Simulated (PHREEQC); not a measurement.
Consider water at 25 °C with 1.9 mmol/kgw H2SeO4, 0.036 mmol/kgw NH3 and 7 mmol/kgw FeCl3. Closed to the air; pH follows from the charge balance.

Model: ion-association model, wateq4f.dat, run in PHREEQC.

```
quantity                    before     after
------------------------  --------  --------
pH                            2.25      2.09
ionic strength (mol/kgw)    0.0405    0.0326
SeO4-2 (mol/kgw)           0.00165  0.000991
HSeO4- (mol/kgw)          0.000248  0.000909
```

**Question.** Which change was made?
(A) FeCl3 left out
(B) temperature from 25 to 90 °C
(C) temperature from 25 to 55 °C
(D) H2SeO4 from 0.0019 to 0.0095 mol/kgw
(E) 8.9e-05 mol/kgw NaOH added

**Answer.** B, temperature from 25 to 90 °C

This is a speciation only: nothing precipitates in the calculation. Some of these states are supersaturated (in Hematite (slow to form), Goethite (slow to form), for instance). At this temperature some constants are extrapolated from 25 °C, and those without enthalpy data are left unchanged.
